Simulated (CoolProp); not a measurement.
Vapour-liquid equilibrium of sulfur dioxide (1) + toluene (2) at 378.2 K; x and y are mole fractions of (1).

Computed with CoolProp (multi-fluid Helmholtz-energy mixture model, Gao 2016 and Lemmon 2006; pair parameters Bell 2016).

```
x     bubble pressure (MPa)  y at the bubble point  dew pressure at overall composition x (MPa)  liquid density (mol/L)
----  ---------------------  ---------------------  -------------------------------------------  ----------------------
0.05                 0.1826                  0.537                                      0.09083                   8.781
0.2                  0.5383                  0.856                                       0.1076                   9.646
0.35                 0.9594                  0.928                                       0.1318                   10.64
0.5                   1.407                  0.957                                       0.1698                   11.79
0.65                  1.864                  0.974                                       0.2384                   13.13
0.8                   2.340                  0.985                                       0.4002                   14.68
0.95                  2.877                  0.996                                        1.264                   16.43
```

No azeotrope shows between x = 0.05 and 0.95.

The pair parameters rest on a limited set of measurements; away from them the model extrapolates.
